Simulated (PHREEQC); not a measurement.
Dissolve 11 mmol/kgw PbCl2, 0.21 mmol/kgw KNO3 and 19 mmol/kgw Cu(NO3)2 at 20 °C and 10 atm. It is in equilibrium with CO2 at log p = -1 (atm). Otherwise closed; pH follows from the charge balance.

Equilibrium calculation in PHREEQC: ion-association model, phreeqc.dat.

Each row changes one thing in this solution. No solid was allowed to form.

```tsv
case	pH	ionic strength (mol/kgw)	NO3- (mol/kgw)	Cl- (mol/kgw)	Pb+2 (mol/kgw)	CO2 (mol/kgw)	SI of Cerussite (PbCO3)	SI of Pb(OH)2 (Pb(OH)2)
as made	3.95	0.0823	0.0367	0.0196	0.00738	0.00379	-0.61	-2.96
temperature from 20 to 75 °C	4.00	0.0754	0.0370	0.0158	0.00592	0.00130	-1.37	-1.35
Cu(NO3)2 replaced by Ba(NO3)2 at the same molality	4.12	0.0830	0.0367	0.0199	0.00735	0.00379	(withheld)	-2.63
KNO3 from 0.00021 to 0.000105 mol/kgw	3.95	0.0822	0.0366	0.0196	0.00738	0.00379	-0.61	-2.96
Cu(NO3)2 from 0.019 to 0.095 mol/kgw	3.77	0.305	0.186	0.0198	0.00573	0.00360	-1.21	-3.56
diluted 2-fold with water	4.04	0.0423	0.0186	0.0102	0.00420	0.00383	-0.60	-2.95
KNO3 left out	3.95	0.0821	0.0365	0.0196	0.00738	0.00379	-0.61	-2.96
Cu(NO3)2 from 0.019 to 0.0095 mol/kgw	4.00	0.0547	(withheld)	0.0194	0.00767	0.00382	-0.45	-2.80
```

What belongs in the gaps?


- Cu(NO3)2 replaced by Ba(NO3)2 at the same molality, SI of Cerussite (PbCO3): -0.28
- Cu(NO3)2 from 0.019 to 0.0095 mol/kgw, NO3- (mol/kgw): 0.0183

Constants without temperature data keep their 25 °C values here.
